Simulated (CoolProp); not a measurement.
Vapour-liquid equilibrium of propylene (1) + R152A (2) at 11.85 °C; x and y are mole fractions of (1).

Model: multi-fluid Helmholtz-energy mixture model, Lemmon 2013 and Outcalt 1996; pair parameters Bell 2016, in CoolProp.

```tsv
x	bubble pressure (MPa)	y at the bubble point	dew pressure at overall composition x (MPa)	liquid density (mol/L)
0.05	0.4533	0.155	0.4131	13.98
0.2	0.5919	[?]	0.4727	13.61
0.35	0.6878	0.564	0.5483	[?]
0.5	0.7527	0.659	0.6429	[?]
0.65	0.7966	0.739	0.7472	12.77
0.8	0.8234	0.826	0.8179	12.62
0.95	0.8268	0.945	0.8263	12.55
```

Q: Complete the blanks.

A: 
- 0.2, y at the bubble point: 0.423
- 0.35, liquid density (mol/L): 13.28
- 0.5, liquid density (mol/L): 12.99

y crosses x between x = 0.8 and 0.95: the model has an azeotrope there.

Pair parameters are fitted to limited data, so mixtures are less certain than the pure fluids.
